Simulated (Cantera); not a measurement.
A perfectly stirred reactor is fed with NH3 : H2 = 1 : 3.3 (molar parts), at 72000 Pa; it is held at 2000 K, and followed from long to short residence time.

Cantera simulation using the gas-phase N/H chemistry of the illustrative SiF4/NH3 mechanism in the Surface Chemkin manual (1991); the numbers are that mechanism's predictions, not measurements. Walls and surfaces, which speed up NH3 decomposition in real reactors, are not modelled.

x: mole fraction; the columns are a selection and need not sum to one.

```tsv
τ (s)	x NH3	x H2	x NH2	x N	x NH	x N2H4	x H
2.3	0.00978	0.898	4.74e-5	4.59e-7	2.64e-6	7.45e-10	0.00150
1.1	0.0167	0.894	7.18e-5	5.46e-7	3.54e-6	1.71e-9	0.00132
0.57	0.0274	0.888	0.000104	6.08e-7	4.49e-6	3.58e-9	0.00116
0.29	(withheld)	0.878	(withheld)	6.53e-7	(withheld)	(withheld)	(withheld)
0.14	0.0743	0.861	0.000211	6.82e-7	6.79e-6	1.48e-8	0.000840
0.072	0.109	0.840	0.000274	6.94e-7	7.81e-6	2.50e-8	0.000730
0.036	(withheld)	0.818	(withheld)	6.95e-7	8.67e-6	(withheld)	(withheld)
0.018	0.179	0.798	0.000385	6.89e-7	9.23e-6	4.93e-8	0.000590
0.0091	0.202	0.785	0.000415	6.76e-7	9.50e-6	5.73e-8	0.000555
```

Task: Fill in the missing entries.

Result: 
- 0.29, x NH3: 0.0453
- 0.29, x NH2: 0.000149
- 0.29, x NH: 5.58e-6
- 0.29, x N2H4: 7.37e-9
- 0.29, x H: 0.000993
- 0.036, x NH3: 0.147
- 0.036, x NH2: 0.000337
- 0.036, x N2H4: 3.77e-8
- 0.036, x H: 0.000646
